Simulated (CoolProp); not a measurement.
A Linde-Hampson liquefier for carbon monoxide: isothermal reversible compression at 230 K from 1 atm to 10 MPa, throttling to 1 atm, return gas leaving the recuperator 5 K below the feed. Each further row changes one setting.

The numbers come from the reference Helmholtz-energy equation of state, Lemmon 2006 in CoolProp. It is a short technical equation, of lower accuracy than the large ones.

```json
[
 {"case": "as stated", "liquid yield per pass": "(withheld)", "compression work (kJ/kg of gas)": "305"},
 {"case": "high pressure 20 MPa", "liquid yield per pass": "(withheld)", "compression work (kJ/kg of gas)": "348"},
 {"case": "warm-end temperature 260 K", "liquid yield per pass": "(withheld)", "compression work (kJ/kg of gas)": "349"},
 {"case": "warm-end gap 10 K", "liquid yield per pass": "(withheld)", "compression work (kJ/kg of gas)": "305"}
]
```

Complete the blanks.


- as stated, liquid yield per pass: 0.097
- high pressure 20 MPa, liquid yield per pass: 0.168
- warm-end temperature 260 K, liquid yield per pass: 0.065
- warm-end gap 10 K, liquid yield per pass: 0.084
